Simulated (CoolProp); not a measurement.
Vapour-liquid equilibrium of n-butane (1) + cis-2-butene (2) at 0.292 MPa; x and y are mole fractions of (1).

Model: multi-fluid Helmholtz-energy mixture model, Bücker 2006 and Lemmon 2005; pair parameters Bell 2016, in CoolProp.

```json
[
 {"x": "0.05", "bubble temperature, mixture model (°C)": "34.7", "bubble temperature, Raoult's law (°C)": "34.8", "y, mixture model": "0.059", "y, Raoult's law": "0.056"},
 {"x": "0.125", "bubble temperature, mixture model (°C)": "34.2", "bubble temperature, Raoult's law (°C)": "34.5", "y, mixture model": "0.144", "y, Raoult's law": "0.139"},
 {"x": "0.2", "bubble temperature, mixture model (°C)": "33.7", "bubble temperature, Raoult's law (°C)": "34.2", "y, mixture model": "0.225", "y, Raoult's law": "0.220"},
 {"x": "0.275", "bubble temperature, mixture model (°C)": "33.3", "bubble temperature, Raoult's law (°C)": "33.9", "y, mixture model": "0.303", "y, Raoult's law": "0.300"},
 {"x": "0.35", "bubble temperature, mixture model (°C)": "33.0", "bubble temperature, Raoult's law (°C)": "33.6", "y, mixture model": "0.379", "y, Raoult's law": "0.378"},
 {"x": "0.425", "bubble temperature, mixture model (°C)": "32.6", "bubble temperature, Raoult's law (°C)": "33.3", "y, mixture model": "0.453", "y, Raoult's law": "0.455"},
 {"x": "0.5", "bubble temperature, mixture model (°C)": "32.4", "bubble temperature, Raoult's law (°C)": "33.0", "y, mixture model": "0.525", "y, Raoult's law": "0.530"},
 {"x": "0.575", "bubble temperature, mixture model (°C)": "32.1", "bubble temperature, Raoult's law (°C)": "32.7", "y, mixture model": "0.597", "y, Raoult's law": "0.604"},
 {"x": "0.65", "bubble temperature, mixture model (°C)": "31.9", "bubble temperature, Raoult's law (°C)": "32.4", "y, mixture model": "0.669", "y, Raoult's law": "0.677"},
 {"x": "0.725", "bubble temperature, mixture model (°C)": "31.7", "bubble temperature, Raoult's law (°C)": "32.1", "y, mixture model": "0.740", "y, Raoult's law": "0.749"},
 {"x": "0.8", "bubble temperature, mixture model (°C)": "31.5", "bubble temperature, Raoult's law (°C)": "31.8", "y, mixture model": "0.811", "y, Raoult's law": "0.819"},
 {"x": "0.875", "bubble temperature, mixture model (°C)": "31.3", "bubble temperature, Raoult's law (°C)": "31.5", "y, mixture model": "0.882", "y, Raoult's law": "0.888"},
 {"x": "0.95", "bubble temperature, mixture model (°C)": "31.1", "bubble temperature, Raoult's law (°C)": "31.2", "y, mixture model": "0.953", "y, Raoult's law": "0.956"}
]
```

The largest gap from Raoult's law is -0.7 K in bubble temperature, at x = 0.425. No azeotrope shows between x = 0.05 and 0.95.

The pair parameters rest on a limited set of measurements; away from them the model extrapolates.
